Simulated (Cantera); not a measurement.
A perfectly stirred reactor is fed with H₂ : O₂ : N₂ : H₂O = 1 : 0.658 : 2.47 : 0.82 (molar parts), at 7.20 bar; it is adiabatic with a 725 K inlet, and is followed from long to short residence time, starting on the burning branch (τ in s: 0.31, 0.11, 0.042, 0.016, 0.0057, 0.0021, 0.00078, 0.00029, 0.00011, 3.9e-05).

Detailed kinetics in Cantera: the H2/O2 subset of GRI-Mech 3.0, which has no nitrogen chemistry. The hydrogen kinetics of GRI-Mech 3.0 are dated; newer H2 mechanisms differ, most at raised pressure.

Problem. What does this change do: N2 2.47 to 3.6 parts?

Solution. 
```csv
quantity,before,after
"blow-out, bracketed by the residence times tried","burning at 39.0 µs, the shortest tried","burning at 39.0 µs, the shortest tried"
x(H₂) at τ = 0.310 s,0.000565,0.000104
x(O₂) at τ = 0.310 s,0.0350,0.0282
x(H₂O) at τ = 0.310 s,0.407,0.326
x(H₂O₂) at τ = 0.310 s,5.56e-7,1.98e-7
x(H) at τ = 0.310 s,3.19e-5,3.16e-6
x(H₂) at τ = 2.10 ms,0.00124,0.000936
x(O₂) at τ = 2.10 ms,0.0351,0.0283
x(H₂O) at τ = 2.10 ms,0.405,0.324
x(H₂O₂) at τ = 2.10 ms,7.54e-7,6.80e-7
x(H) at τ = 2.10 ms,8.47e-5,5.48e-5
```

Problem. What does this change do: H2O 0.82 to 1.1 parts?

Solution. 
```csv
quantity,before,after
"blow-out, bracketed by the residence times tried","burning at 39.0 µs, the shortest tried","burning at 39.0 µs, the shortest tried"
x(H₂) at τ = 0.310 s,0.000565,0.000356
x(O₂) at τ = 0.310 s,0.0350,0.0330
x(H₂O) at τ = 0.310 s,0.407,0.442
x(H₂O₂) at τ = 0.310 s,5.56e-7,4.56e-7
x(H) at τ = 0.310 s,3.19e-5,1.50e-5
x(H₂) at τ = 2.10 ms,0.00124,0.00113
x(O₂) at τ = 2.10 ms,0.0351,0.0332
x(H₂O) at τ = 2.10 ms,0.405,0.441
x(H₂O₂) at τ = 2.10 ms,7.54e-7,7.72e-7
x(H) at τ = 2.10 ms,8.47e-5,6.37e-5
```
